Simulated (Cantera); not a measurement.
What does this Cantera script print?

```python
import numpy as np
import cantera as ct

gas_names = """
    B BCL BCL2 BCL3 BN BO BOCL BO2 B2 B2O B2O2 B2O3 B3O3CL3 CL CLO CL2 N NO NO2 NO3 N2 N2O O O2 O3
""".split()
cond_names = """
    B(b) B(L) BN(s) B2O3(L)
""".split()


def load(file, names, dense=False):
    # The tables refer to 1 bar. Condensed volumes are neglected.
    table = {s.name: s for s in ct.Species.list_from_file(file)}
    out = []
    for n in names:
        d = dict(table[n].input_data)
        d["thermo"] = dict(d["thermo"], **{"reference-pressure": 1e5})
        if dense:
            d["equation-of-state"] = {"model": "constant-volume", "density": "1e6 g/cm^3"}
        out.append(ct.Species.from_dict(d))
    return out


gas = ct.Solution(thermo="ideal-gas", species=load("nasa_gas.yaml", gas_names))
cond = {s.name: ct.Solution(thermo="fixed-stoichiometry", species=[s], name=s.name)
        for s in load("nasa_condensed.yaml", cond_names, dense=True)}
atoms = {
    'BCl3': {'B': 1, 'CL': 3},
    'O2': {'O': 2},
    'N2': {'N': 2},
}
top_T = {'BN(s)': 3200}  # K; cautious upper limits of use, not melting points


def equilibrate(T, P, feed):
    n = {}
    for name, mol in feed.items():
        for a, k in atoms[name].items():
            n[a] = n.get(a, 0.0) + k * mol
    gas.TPX = T, P, n
    mass = sum(n.values()) * gas.mean_molecular_weight
    gas.equilibrate("TP")
    valid = [c for c in cond.values() if c.min_temp <= T <= top_T.get(c.name, c.max_temp)]
    mix = ct.Mixture([(gas, mass / gas.mean_molecular_weight)] + [(c, 0.0) for c in valid])
    mix.T, mix.P = T, P
    mix.equilibrate("TP", solver="vcs", rtol=1e-11, max_steps=5000)
    return mix


results = []
feed = {'BCl3': 1, 'O2': 0.066, 'N2': 64}  # mol
P = 5400  # Pa
for T in [1273, 1298, 1323, 1348, 1373, 1398, 1423, 1448, 1473, 1498]:
    mix = equilibrate(T, P, feed)
    results.append((T, P, feed, dict(zip(mix.species_names, mix.species_moles))))

top = {s: max(r[3][s] / sum(r[3][g] for g in gas_names) for r in results) for s in gas_names}
cols = sorted((s for s in top if top[s] > 1e-06), key=lambda s: -top[s])[:5]
seen = [c for c in cond_names if any(r[3].get(c, 0) > 1e-12 for r in results)]
print("log10 of partial pressures in bar; condensed amounts in mol")
print(f"{'T/K':>10s}" + "".join(f"{s[:9]:>10s}" for s in cols + seen))
for T, P, feed, n in results:
    ng = sum(n[g] for g in gas_names)
    print(f"{T:10.4g}" + "".join(f"{np.log10(max(n[s] / ng * P / 1e5, 1e-99)):10.3f}" for s in cols)
          + "".join(f"{n.get(c, 0):10.4g}" for c in seen))
```

It prints:

```
log10 of partial pressures in bar; condensed amounts in mol
       T/K        N2      BCL3        CL      BOCL       CL2
      1273    -1.275    -3.143    -4.093    -5.209    -4.160
      1298    -1.275    -3.143    -4.019    -5.038    -4.210
      1323    -1.275    -3.143    -3.953    -4.876    -4.269
      1348    -1.275    -3.143    -3.896    -4.722    -4.338
      1373    -1.275    -3.143    -3.847    -4.579    -4.417
      1398    -1.275    -3.143    -3.806    -4.446    -4.506
      1423    -1.276    -3.143    -3.772    -4.326    -4.604
      1448    -1.276    -3.143    -3.746    -4.222    -4.710
      1473    -1.276    -3.143    -3.725    -4.135    -4.822
      1498    -1.276    -3.143    -3.709    -4.068    -4.939
```

Equilibrium computed with Cantera from the NASA thermochemical tables; the gas is ideal and each condensed phase is pure. The tables' values for BOCl are old estimates; treat these amounts as uncertain.
